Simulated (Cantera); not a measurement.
A freely propagating, adiabatic, planar premixed flame of 29.1 % CO, 4.66 % H2, 1.72 % CH4, 13.5 % O2, 51.0 % N2, equivalence ratio 1.5, unburnt at 625 K and 5.70 bar; multicomponent+Soret transport, grid criteria slope 0.08 and curve 0.16, no radiation.

Cantera simulation using GRI-Mech 3.0 (53 species, 325 reactions); the numbers are that mechanism's predictions, not measurements. Burning velocities carry a grid error of a few per cent, more on coarse grids.

Task: Predict: laminar burning velocity; thermal thickness; peak x(CH3); peak x(H2O2).

Result: 
| Property | Value |
|---|---|
| laminar burning velocity | 213 cm/s |
| thermal thickness | 0.0641 mm |
| peak x(CH3) | 0.000274 |
| peak x(H2O2) | 7.77e-5 |
